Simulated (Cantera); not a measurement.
A perfectly stirred reactor is fed with NH3 : N2 = 1 : 26 (molar parts), at 0.0671 atm; it is held at 1723 K, and followed from long to short residence time.

Computed with Cantera and the gas-phase N/H chemistry of the illustrative SiF4/NH3 mechanism in the Surface Chemkin manual (1991). Walls and surfaces, which speed up NH3 decomposition in real reactors, are not modelled.

```tsv
quantity	before	after
x(NH3) at τ = 2.30 s	0.0264	0.0140
x(N2H2) at τ = 2.30 s	8.97e-8	1.32e-8
x(NH) at τ = 2.30 s	1.28e-6	4.75e-7
x(N2H4) at τ = 2.30 s	9.39e-10	2.11e-9
x(NH2) at τ = 2.30 s	4.63e-5	1.81e-5
x(NH3) at τ = 37.0 ms	0.0369	0.0357
x(N2H2) at τ = 37.0 ms	4.72e-8	5.19e-8
x(NH) at τ = 37.0 ms	2.89e-7	4.79e-7
x(N2H4) at τ = 37.0 ms	1.15e-9	1.45e-8
x(NH2) at τ = 37.0 ms	5.12e-5	4.75e-5
```

### Question
What was changed between the two runs?
(A) pressure from 0.0671 atm to 0.987 atm
(B) pressure from 0.0671 atm to 0.0148 atm
(C) N2 26 to 3.4 parts
(D) temperature 1723 to 1675 K

### Answer
A, pressure from 0.0671 atm to 0.987 atm
